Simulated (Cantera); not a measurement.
A Cantera script and its output.

```python
import numpy as np
import cantera as ct

surf = ct.Interface("ptcombust.yaml", "Pt_surf")
gas = surf.adjacent["gas"]
gas.TPX = 775, 500000, {'H2': 0.003, 'O2': 0.053, 'N2': 0.79}
surf.TP = 775, 500000
reactor = ct.FlowReactor(gas, clone=False)
reactor.area = 0.0001  # m2
reactor.surface_area_to_volume_ratio = 170  # 1/m
reactor.mass_flow_rate = 0.21 * reactor.area * gas.density  # inlet velocity 0.21 m/s
reactor.energy_enabled = False
wall = ct.ReactorSurface(surf, reactor, clone=False)
net = ct.ReactorNet([reactor])
net.rtol, net.atol = 1e-8, 1e-16
show, cover = ['H2', 'O2', 'H2O'], ['PT(S)', 'H(S)', 'O(S)', 'OH(S)', 'CO(S)', 'C(S)']

rows = []
print(f"{'z/m':>9s}{'u/(m/s)':>9s}" + "".join(f"{s:>13s}" for s in show + cover))
for z in [0.00035, 0.00063, 0.0011, 0.002, 0.0035, 0.0063, 0.011, 0.02, 0.035]:
    net.advance(z)
    rows.append([reactor.speed, *gas[show].X, *surf[cover].coverages])
    print(f"{z:9.4g}{rows[-1][0]:9.3g}" + "".join(f"{x:13.4e}" for x in rows[-1][1:]))
```

Output:

```
      z/m  u/(m/s)           H2           O2          H2O        PT(S)         H(S)         O(S)        OH(S)        CO(S)         C(S)
  0.00035     0.21   1.7243e-03   6.1792e-02   1.8251e-03   5.5703e-02   2.1929e-08   9.4112e-01   3.1749e-03   1.6692e-26   2.9015e-30
  0.00063     0.21   1.1992e-03   6.1546e-02   2.3511e-03   4.1385e-02   1.2824e-08   9.5570e-01   2.9129e-03  -5.1526e-26   1.0122e-29
   0.0011     0.21   7.6490e-04   6.1342e-02   2.7861e-03   3.0498e-02   7.2738e-09   9.6688e-01   2.6221e-03   3.7991e-26   5.1898e-29
    0.002     0.21   4.0570e-04   6.1173e-02   3.1460e-03   2.2693e-02   4.0599e-09   9.7496e-01   2.3458e-03   7.9199e-28   1.1377e-30
   0.0035     0.21   1.7771e-04   6.1066e-02   3.3744e-03   1.8543e-02   2.6241e-09   9.7929e-01   2.1672e-03  -1.0955e-28  -1.8415e-31
   0.0063     0.21   4.7642e-05   6.1005e-02   3.5047e-03   1.6496e-02   1.9887e-09   9.8143e-01   2.0687e-03   3.6978e-27   7.9058e-31
    0.011     0.21   6.0710e-06   6.0986e-02   3.5463e-03   1.5892e-02   1.8106e-09   9.8207e-01   2.0381e-03   1.1693e-29  -4.5278e-34
     0.02     0.21   1.2536e-07   6.0983e-02   3.5523e-03   1.5807e-02   1.7861e-09   9.8216e-01   2.0337e-03   1.0505e-25   1.6665e-28
    0.035     0.21   1.9654e-10   6.0983e-02   3.5524e-03   1.5806e-02   1.7855e-09   9.8216e-01   2.0336e-03   1.8928e-29   1.8468e-32
```

Model: Deutschmann's 1995 Pt surface mechanism with GRI-Mech 3.0 gas chemistry, integrated in Cantera. Catalytic surfaces can have several steady states; this one follows from the mechanism file's or the stated starting coverage. Mass transfer to the wall is taken as infinitely fast.
